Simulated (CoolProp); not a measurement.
Properties of R404A along the isobar 4050 kPa (Tc = 345.3 K, pc = 3735 kPa, ω = 0.293).

Values from CoolProp's reference Helmholtz-energy equation of state, Lemmon 2003. It is a pseudo-pure fit of the blend.

| T (K) | phase | cp (kJ/(kg K)) | speed of sound (m/s) | Joule-Thomson coefficient (K/MPa) | isothermal compressibility (1/MPa) | viscosity (µPa s) | conductivity (mW/(m K)) |
|---|---|---|---|---|---|---|---|
| 321.5 | liquid | 1.676 | 305.4 | 0.6728 | 0.01962 | 99.8 | 62.4 |
| 347 | supercritical | 5.031 | 120.7 | 5.941 | 0.4769 | 54.6 | 45.4 |
| 372.5 | supercritical | 1.620 | 133.7 | 10.54 | 0.4379 | 20.6 | 26.2 |
| 398 | supercritical | 1.348 | 154.2 | 7.887 | 0.3444 | 19.8 | 26.5 |
| 423.5 | supercritical | 1.276 | 169.1 | 6.252 | 0.3092 | 20.0 | 27.5 |
| 449 | supercritical | 1.255 | 181.1 | 5.123 | 0.2902 | 20.5 | 28.8 |
| 474.5 | supercritical | 1.254 | 191.4 | 4.292 | 0.2784 | 21.2 | 30.3 |
| 500 | supercritical | 1.263 | 200.5 | 3.654 | 0.2704 | 21.9 | 31.8 |

The peak of cp marks the crossing from liquid-like to gas-like fluid above the critical point.

Viscosity comes from a separate model (Geller 2000). Thermal conductivity comes from a separate model (Geller 2001).
